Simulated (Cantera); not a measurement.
## Boron, boron nitride and boron oxide: borazine + O₂ + H₂

A closed system holds: 1 mol borazine, 2.4 mol O₂, 63 mol H₂, at 0.260 bar.

Cantera equilibrium calculation (NASA polynomials, part measured and part estimated; ideal gas, pure solids and liquids). Candidate condensed phases: B, BN, B₂O₃, B₃O₃H₃, H₂O; 39 gas species. The feed counts by its element totals alone. Gases not in the tables: H₃BO₃. Rates play no part.

From 1123 K to 1723 K the condensed part is B₂O₃(l). The share of B in condensed phases is highest at 1123 K (99.9 %) and lowest at 1723 K (27.9 %).

```
T (K)   x H₂    x N₂    x HBO₂     x HBO  n B₂O₃(l)
-----  -----  ------  --------  --------  ---------
1123   0.973  0.0222   3.34e-5   1.74e-7       1.50
1223   0.973  0.0222  0.000149   2.18e-6       1.49
1323   0.973  0.0222  0.000513   1.87e-5       1.48
1423   0.972  0.0222   0.00142  0.000120       1.45
1523   0.971  0.0222   0.00325  0.000633       1.36
1623   0.965  0.0221   0.00655   0.00273       1.12
1723   0.948  0.0219    0.0133   0.00885      0.418
```
x: gas mole fraction; n: condensed amount in mol.
